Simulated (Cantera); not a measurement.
Input: 1 mol B, 1.5 mol NH3, 87 mol H2, held at 1123 K and 680 Pa.

Cantera equilibrium calculation (NASA polynomials, part measured and part estimated; ideal gas, pure solids and liquids). Candidate condensed phases: B, BN; 15 gas species. Equilibrium is a limit: real reactors are often held back by kinetics, nucleation or transport.

Base state: H2 0.997, N2 0.00279 (mole fractions); condensed: BN(s).

Question: What changes in the equilibrium state with this change: NH3 from 1.5 to 0.82 mol?

Answer: 
```
species      before  after
----------  -------  -----
H2            0.997  1.000
N2          0.00279  <1e-9
BN(s), mol     1.00  0.820
B(s), mol         0  0.180
```
Mutual solubility and eutectic melting of coexisting phases are not modelled.
